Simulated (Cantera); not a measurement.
Feed: 1 mol LiOH, 0.069 mol H2O, 4.1 mol O2, equilibrated at 1650 K and 51000 Pa.

Cantera equilibrium calculation (NASA polynomials, part measured and part estimated; ideal gas, pure solids and liquids). Candidate condensed phases: H2O, Li, LiH, LiOH, Li2O; 17 gas species. Kinetics and transport are ignored.

Base state: O2 0.857, H2O 0.0947, LiOH 0.0476, OH 0.000420, Li2(OH)2 0.000241, Li2O 7.49e-5, O 3.36e-5, Li2O2 2.39e-5 (mole fractions); condensed: Li2O(s).

Q: What changes in the equilibrium state with this change: pressure from 51000 Pa to 1000 Pa?

A: 
```csv
species,before,after
O2,0.857,0.798
LiOH,0.0476,0.172
H2O,0.0947,0.0243
Li,2.94e-6,0.000408
Li2O,7.49e-5,0.00382
LiO,1.03e-5,0.000194
"Li2O(s), mol",0.384,0.0353
```

Q: What changes in the equilibrium state with this change: pressure from 51000 Pa to 13300 Pa?

A: 
| species | before | after |
|---|---|---|
| O2 | 0.857 | 0.841 |
| LiOH | 0.0476 | 0.0828 |
| H2O | 0.0947 | 0.0749 |
| Li | 2.94e-6 | 1.58e-5 |
| Li2O | 7.49e-5 | 0.000286 |
| LiO | 1.03e-5 | 2.82e-5 |
| Li2O(s), mol | 0.384 | 0.296 |
